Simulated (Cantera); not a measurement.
A freely propagating, adiabatic, planar premixed flame of H2 : O2 : N2 = 1 : 0.769 : 2.89 (molar parts), unburnt at 673 K and 0.132 atm; mixture-averaged transport, grid criteria slope 0.08 and curve 0.16, no radiation.

Cantera simulation using the H2/O2 subset of GRI-Mech 3.0, which has no nitrogen chemistry; the numbers are that mechanism's predictions, not measurements. Burning velocities carry a grid error of a few per cent, more on coarse grids. Lean hydrogen flames are cellular in practice and burn faster than this planar one.

**Question.** Predict: laminar burning velocity; thermal thickness; peak x(O); peak x(HO2); peak x(OH); peak x(H).

**Answer.** 
```json
{
 "laminar_burning_velocity": "619 cm/s",
 "thermal_thickness": "7.06 mm",
 "peak x(O)": "0.0189",
 "peak x(HO2)": "4.10e-5",
 "peak x(OH)": "0.0154",
 "peak x(H)": "0.0571"
}
```
